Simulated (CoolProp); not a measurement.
R13 along the isotherm 114.85 °C: Z from the reference equation and from simpler models built on Tc = 29.9 °C, pc = 39.73 bar, ω = 0.175; each cubic takes its own stable root.

Computed with CoolProp (reference Helmholtz-energy equation of state, Platzer 1990). This equation is an older, rougher fit; its heat capacities, sound speeds and derivatives of the liquid may be far off and weren't checked against measurements.

| p (bar) | phase | reference | van der Waals | Redlich-Kwong | Soave-Redlich-Kwong | Peng-Robinson |
|---|---|---|---|---|---|---|
| 0.314 | gas | 0.9989 | 0.9987 | 0.9987 | 0.9989 | 0.9986 |
| 0.461 | gas | 0.9983 | 0.9981 | 0.9981 | 0.9983 | 0.9980 |
| 0.677 | gas | 0.9976 | 0.9973 | 0.9972 | 0.9975 | 0.9970 |
| 0.993 | gas | 0.9964 | 0.9960 | 0.9959 | 0.9964 | 0.9957 |
| 1.46 | gas | 0.9947 | 0.9941 | 0.9940 | 0.9947 | 0.9936 |
| 2.14 | gas | 0.9923 | 0.9913 | 0.9912 | 0.9922 | 0.9907 |
| 3.14 | gas | 0.9886 | 0.9873 | 0.9871 | 0.9886 | 0.9863 |
| 4.61 | gas | 0.9832 | 0.9812 | 0.9810 | 0.9832 | 0.9799 |
| 6.77 | gas | 0.9753 | 0.9723 | 0.9721 | 0.9754 | 0.9705 |
| 9.93 | gas | 0.9636 | 0.9590 | 0.9589 | 0.9639 | 0.9568 |
| 14.6 | gas | 0.9461 | 0.9390 | 0.9394 | 0.9468 | 0.9367 |
| 21.4 | gas | 0.9203 | 0.9089 | 0.9106 | 0.9221 | 0.9076 |
| 31.4 | gas | 0.8817 | 0.8624 | 0.8680 | 0.8860 | 0.8657 |
| 46.1 | supercritical | 0.8246 | 0.7892 | 0.8055 | 0.8346 | 0.8072 |
| 67.7 | supercritical | 0.7456 | 0.6785 | 0.7207 | 0.7678 | 0.7332 |
| 99.3 | supercritical | 0.6687 | 0.6121 | 0.6483 | 0.7103 | 0.6698 |
